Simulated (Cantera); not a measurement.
Counterflow diffusion flame

A counterflow diffusion flame at 74000 Pa, nozzles 20 mm apart: fuel side CH4 = 1 (molar parts) at 500 K, oxidiser side O2 : N2 = 0.18 : 0.82 (molar parts) at 698 K, fuel mass flux 0.73 times the oxidiser's; mixture-averaged transport, no radiation.

Model: GRI-Mech 3.0 (53 species, 325 reactions), integrated in Cantera. GRI-Mech 3.0 has no aromatics or soot, which form on the fuel side of real flames. The maximum strain rate includes the flame's own expansion and is several times the mean. A flux with no burning solution from the previous one only brackets extinction.

```json
[
 {"oxidiser flux (kg/m²/s)": "0.18", "max strain (1/s)": "185", "mean strain (1/s)": "47.6", "T max (K)": "2063", "peak x OH": "0.00727", "peak x H": "0.00472", "peak x NO": "0.000238", "peak x CO": "0.0489", "peak x C2H2": "0.0124"},
 {"oxidiser flux (kg/m²/s)": "0.27", "max strain (1/s)": "267", "mean strain (1/s)": "71.4", "T max (K)": "2045", "peak x OH": "0.00713", "peak x H": "0.00493", "peak x NO": "0.000209", "peak x CO": "0.0483", "peak x C2H2": "0.0113"},
 {"oxidiser flux (kg/m²/s)": "0.4", "max strain (1/s)": "385", "mean strain (1/s)": "106", "T max (K)": "2029", "peak x OH": "0.00701", "peak x H": "0.00515", "peak x NO": "0.000179", "peak x CO": "0.0481", "peak x C2H2": "0.0105"},
 {"oxidiser flux (kg/m²/s)": "0.59", "max strain (1/s)": "553", "mean strain (1/s)": "156", "T max (K)": "2009", "peak x OH": "0.00679", "peak x H": "0.00529", "peak x NO": "0.000144", "peak x CO": "0.0483", "peak x C2H2": "0.00953"},
 {"oxidiser flux (kg/m²/s)": "0.88", "max strain (1/s)": "804", "mean strain (1/s)": "233", "T max (K)": "1980", "peak x OH": "0.00637", "peak x H": "0.00528", "peak x NO": "0.000105", "peak x CO": "0.0485", "peak x C2H2": "0.00819"},
 {"oxidiser flux (kg/m²/s)": "1.3", "max strain (1/s)": "1160", "mean strain (1/s)": "344", "T max (K)": "1944", "peak x OH": "0.00577", "peak x H": "0.00506", "peak x NO": "6.74e-5", "peak x CO": "0.0491", "peak x C2H2": "0.00656"},
 {"oxidiser flux (kg/m²/s)": "1.9", "max strain (1/s)": "1660", "mean strain (1/s)": "502", "T max (K)": "1886", "peak x OH": "0.00476", "peak x H": "0.00434", "peak x NO": "3.17e-5", "peak x CO": "0.0496", "peak x C2H2": "0.00431"}
]
```
x: mole fraction; the columns are a selection and need not sum to one.

At the next flux tried, 2.8 kg/m²/s, no burning solution was found from the previous one.
